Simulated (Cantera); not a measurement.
Gas mixture: C2H4 : NH3 : H2 : CH4 = 0.2 : 0.092 : 0.83 : 0.6 (molar parts), at 2400 Pa, frozen composition.

Cantera's kinetic-theory transport with the Lennard-Jones parameters of GRI-Mech 3.0, ideal gas; thermal conductivity in the multicomponent form. Polar gases are described roughly by these parameters. The composition is frozen, though it would react at the higher temperatures.

D: mixture-averaged diffusion coefficient of that species in the mixture.

| T (K) | ρ (kg/m³) | cp (J/kg/K) | μ (µPa s) | λ (mW/m/K) | Pr | D (cm²/s) C2H2 | D (cm²/s) H2 | D (cm²/s) NH3 |
|---|---|---|---|---|---|---|---|---|
| 400 | 0.00774 | 3394 | 14.3 | 98.8 | 0.492 | 17.9 | 49.6 | 23.9 |
| 550 | 0.00563 | [?] | [?] | [?] | 0.528 | [?] | [?] | [?] |
| 700 | 0.00442 | [?] | [?] | [?] | 0.555 | [?] | [?] | [?] |
| 850 | 0.00364 | 4694 | 25.2 | 208 | 0.571 | 67.6 | 177 | 94.6 |
| 1000 | 0.00310 | 5046 | 28.3 | 245 | 0.584 | 89.2 | 232 | 126 |
| 1150 | 0.00269 | 5349 | 31.2 | 282 | 0.592 | 113 | 293 | 160 |

Complete the blanks.


- 550, cp (J/kg/K): 3866
- 550, μ (µPa s): 18.4
- 550, λ (mW/m/K): 134
- 550, D (cm²/s) C2H2: 31.7
- 550, D (cm²/s) H2: 85.2
- 550, D (cm²/s) NH3: 43.3
- 700, cp (J/kg/K): 4310
- 700, μ (µPa s): 22.0
- 700, λ (mW/m/K): 171
- 700, D (cm²/s) C2H2: 48.4
- 700, D (cm²/s) H2: 128
- 700, D (cm²/s) NH3: 67.0
